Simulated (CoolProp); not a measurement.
Saturation properties of CH3F (R41) (Tc = 317.3 K, pc = 59.06 bar, ω = 0.200).

Model: reference Helmholtz-energy equation of state, Lemmon 2006, in CoolProp. It is a short technical equation, of lower accuracy than the large ones.

```csv
T (K),p (bar),liquid density (kg/m³),liquid cp (kJ/(kg K)),vapour Z
234.4,6.015,(withheld),2.202,0.8715
242.3,7.967,(withheld),2.253,0.8466
250.2,10.36,(withheld),2.317,0.8187
258.1,(withheld),726.8,2.399,0.7876
266,16.72,702.5,2.504,0.7529
273.9,20.82,676.2,2.646,0.7142
281.8,25.63,647.2,2.845,0.6705
289.7,31.25,614.7,(withheld),0.6209
297.6,37.77,576.8,3.683,0.5629
```

Question: Fill in the missing entries.

Answer: 
- 234.4, liquid density (kg/m³): 791.2
- 242.3, liquid density (kg/m³): 770.9
- 250.2, liquid density (kg/m³): 749.5
- 258.1, p (bar): 13.26
- 289.7, liquid cp (kJ/(kg K)): 3.149

It boils at 194.8 K under 1 atm.
